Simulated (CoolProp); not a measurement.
Vapour-liquid equilibrium of propane (1) + R227EA (2) at 0.746 bar; x and y are mole fractions of (1).

Computed with CoolProp (multi-fluid Helmholtz-energy mixture model, Lemmon 2009 and Lemmon 2016; pair parameters Bell 2016).

**Question.** Give the bubble temperature and the first vapour's composition at x = 0.15, 0.65, 0.75. Is there an azeotrope?

**Answer.** x = 0.15: 230.6 K, y = 0.665; x = 0.65: 223.6 K, y = 0.809; x = 0.75: 223.4 K, y = 0.820. y crosses x between x = 0.75 and 0.85: the model has an azeotrope there.

The pair parameters rest on a limited set of measurements; away from them the model extrapolates. With so large a gap from Raoult's law the liquid may split in two, which this calculation doesn't test in full.
